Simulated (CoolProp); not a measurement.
A Linde-Hampson liquefier for oxygen: isothermal reversible compression at 200 K from 1 atm to 5 MPa, throttling to 1 atm, return gas leaving the recuperator 10 K below the feed. Each further row changes one setting.

Computed with CoolProp (reference Helmholtz-energy equation of state, Schmidt 1985).

```
case                        liquid yield per pass  compression work (kJ/kg of gas)
--------------------------  ---------------------  -------------------------------
as stated                              (withheld)                              195
high pressure 10 MPa                   (withheld)                       (withheld)
warm-end temperature 230 K             (withheld)                       (withheld)
warm-end gap 15 K                      (withheld)                              195
```

Complete the blanks.


- as stated, liquid yield per pass: 0.060
- high pressure 10 MPa, liquid yield per pass: 0.171
- high pressure 10 MPa, compression work (kJ/kg of gas): 223
- warm-end temperature 230 K, liquid yield per pass: 0.033
- warm-end temperature 230 K, compression work (kJ/kg of gas): 228
- warm-end gap 15 K, liquid yield per pass: 0.046
